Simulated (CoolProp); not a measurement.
n-pentane at several states: density (kg/m³) from the reference equation and from simpler models built on Tc = 469.7 K, pc = 3.368 MPa, ω = 0.251; each cubic takes its own stable root.

The numbers come from the reference Helmholtz-energy equation of state, Thol 2019 in CoolProp.

```json
[
 {"T (K)": "504.2", "p (MPa)": "0.653", "phase": "gas", "reference": "11.88"},
 {"T (K)": "441.4", "p (MPa)": "4.35", "phase": "liquid", "reference": "447.5"},
 {"T (K)": "495.7", "p (MPa)": "5.04", "phase": "supercritical", "reference": "267.3"},
 {"T (K)": "434.5", "p (MPa)": "0.0311", "phase": "gas", "reference": "0.6237"},
 {"T (K)": "161.4", "p (MPa)": "2.83", "phase": "liquid", "reference": "748.5"},
 {"T (K)": "511", "p (MPa)": "0.0501", "phase": "gas", "reference": "0.8540"}
]
```

### Question
How far does each simpler model (van der Waals, Redlich-Kwong, Soave-Redlich-Kwong, Peng-Robinson) lie from the reference over these 6 states: mean and median of the absolute difference, and the worst?

### Answer
- van der Waals: mean 15.1 %, median 7.0 %, worst -40.8 % at 161.4 K and 2.83 MPa
- Redlich-Kwong: mean 6.2 %, median 4.3 %, worst -16.6 % at 441.4 K and 4.35 MPa
- Soave-Redlich-Kwong: mean 7.0 %, median 5.8 %, worst -16.1 % at 495.7 K and 5.04 MPa
- Peng-Robinson: mean 2.5 %, median 0.8 %, worst -9.8 % at 495.7 K and 5.04 MPa
